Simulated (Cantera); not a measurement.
Charge: 1 mol NH3, 9.7 mol H2, 0.72 mol O2, equilibrated at 1248 K and 10000 Pa.

Cantera equilibrium calculation (NASA polynomials, part measured and part estimated; ideal gas, pure solids and liquids). Candidate condensed phases: H2O; 24 gas species. The numbers say what is thermodynamically allowed, not how fast it happens.

Base state: H2 0.834, H2O 0.123, N2 0.0427 (mole fractions); condensed: gas only.

Task: What changes in the equilibrium state with this change: NH3 replaced by SF6?

Result: 
```tsv
species	before	after
HF	0	0.471
H2	0.834	0.339
H2O	0.123	0.113
H2S	0	0.0745
N2	0.0427	0
S2	0	0.00195
SH	0	0.000125
```
Gases not in the tables: S3 to S7. Further candidate phases: H2SO4, S.
